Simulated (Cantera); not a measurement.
# Silicon etching in halogen gases: Si + Cl2 + H2

A closed system holds: 1 mol Si, 0.78 mol Cl2, 56 mol H2, equilibrated at 0.680 bar.

These are equilibrium values from Cantera (NASA tables, ideal gas, pure condensed phases), not measurements of a reactor. Candidate condensed phases: Si; 19 gas species. The tables' values for SiCl3 are old estimates; treat these amounts as uncertain. Gases not in the tables: Si2H6 and higher silanes. Kinetics and transport are ignored.

```json
[
 {"T (K)": "473", "x H2": "0.992", "x HCl": "3.68e-7", "x SiHCl3": "0.00496", "x SiCl4": "0.00309", "x SiCl2": "<1e-12", "n Si(s)": "0.533"},
 {"T (K)": "573", "x H2": "0.992", "x HCl": "9.23e-6", "x SiHCl3": "0.00479", "x SiCl4": "0.00316", "x SiCl2": "3.24e-11", "n Si(s)": "0.533"},
 {"T (K)": "673", "x H2": "0.992", "x HCl": "8.77e-5", "x SiHCl3": "0.00462", "x SiCl4": "0.00323", "x SiCl2": "4.93e-9", "n Si(s)": "0.534"},
 {"T (K)": "773", "x H2": "0.991", "x HCl": "0.000460", "x SiHCl3": "0.00442", "x SiCl4": "0.00326", "x SiCl2": "2.00e-7", "n Si(s)": "0.541"},
 {"T (K)": "873", "x H2": "0.991", "x HCl": "0.00162", "x SiHCl3": "0.00413", "x SiCl4": "0.00316", "x SiCl2": "3.36e-6", "n Si(s)": "0.560"},
 {"T (K)": "973", "x H2": "0.989", "x HCl": "0.00428", "x SiHCl3": "0.00364", "x SiCl4": "0.00281", "x SiCl2": "2.99e-5", "n Si(s)": "0.603"},
 {"T (K)": "1073", "x H2": "0.985", "x HCl": "0.00897", "x SiHCl3": "0.00285", "x SiCl4": "0.00211", "x SiCl2": "0.000159", "n Si(s)": "0.676"},
 {"T (K)": "1173", "x H2": "0.981", "x HCl": "0.0151", "x SiHCl3": "0.00177", "x SiCl4": "0.00117", "x SiCl2": "0.000527", "n Si(s)": "0.769"},
 {"T (K)": "1273", "x H2": "0.977", "x HCl": "0.0202", "x SiHCl3": "0.000774", "x SiCl4": "0.000401", "x SiCl2": "0.00108", "n Si(s)": "0.845"},
 {"T (K)": "1373", "x H2": "0.975", "x HCl": "0.0226", "x SiHCl3": "0.000253", "x SiCl4": "9.26e-5", "x SiCl2": "0.00151", "n Si(s)": "0.878"},
 {"T (K)": "1473", "x H2": "0.975", "x HCl": "0.0233", "x SiHCl3": "7.85e-5", "x SiCl4": "1.99e-5", "x SiCl2": "0.00175", "n Si(s)": "0.886"},
 {"T (K)": "1573", "x H2": "0.975", "x HCl": "0.0234", "x SiHCl3": "2.66e-5", "x SiCl4": "4.81e-6", "x SiCl2": "0.00189", "n Si(s)": "0.885"},
 {"T (K)": "1673", "x H2": "0.974", "x HCl": "0.0233", "x SiHCl3": "1.01e-5", "x SiCl4": "1.35e-6", "x SiCl2": "0.00200", "n Si(s)": "0.882"}
]
```
x: gas mole fraction; n: condensed amount in mol.

From 473 K to 1673 K the condensed part is Si(s). The main Si-bearing gas is SiHCl3 at 473 K and SiCl2 at 1673 K.
